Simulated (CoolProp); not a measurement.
A closed Brayton cycle with dry air: compressor inlet 307.15 K and 7.7 MPa, high pressure 25.6 MPa, turbine inlet 950 K, compressor efficiency 0.89, turbine efficiency 0.85, recuperator effectiveness 0.95 (on enthalpy, no pinch check). Each further row changes one setting.

The numbers come from the reference Helmholtz-energy equation of state, Lemmon 2000 in CoolProp. It is a pseudo-pure fit of the blend.

```
case                           thermal efficiency (%)  net work (kJ/kg)  compressor to turbine work  compressor exit (K)  turbine exit (K)
-----------------------------  ----------------------  ----------------  --------------------------  -------------------  ----------------
as stated                                        37.7               103                        0.59                450.5             734.2
turbine inlet 900 K                              34.8              89.8                         [?]                450.5             693.7
compressor inlet 317.15 K                        36.0              97.8                        0.61                  [?]             734.2
high pressure 21.8 MPa                           39.3               [?]                        0.56                  [?]             759.7
recuperator effectiveness 0.5                    25.1               103                        0.59                450.5             734.2
```

Question: Some entries are withheld; supply them.

Answer: 
- turbine inlet 900 K, compressor to turbine work: 0.62
- compressor inlet 317.15 K, compressor exit (K): 465.0
- high pressure 21.8 MPa, net work (kJ/kg): 96.9
- high pressure 21.8 MPa, compressor exit (K): 428.5
